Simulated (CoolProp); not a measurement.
Properties of R143a at several states.

Values from CoolProp's reference Helmholtz-energy equation of state, Lemmon and Jacobsen 2000.

| T (°C) | p (MPa) | phase | cp (kJ/(kg K)) | isothermal compressibility (1/MPa) | Prandtl number | fugacity coefficient |
|---|---|---|---|---|---|---|
| 27.55 | 0.0227 | gas | 0.9380 | 44.22 | 0.697 | 0.9963 |
| 88.15 | 0.514 | gas | 1.091 | 2.038 | 0.691 | 0.9569 |
| 100.25 | 1.13 | gas | 1.157 | 0.9755 | 0.715 | 0.9167 |
| 27.35 | 5.09 | liquid | 1.574 | 0.008221 | 2.53 | 0.2376 |

Viscosity comes from a separate model (Klein 1997), an estimate that may be off by 10 % or more. Thermal conductivity comes from a separate model (McLinden 2000), an estimate that may be off by 10 % or more.
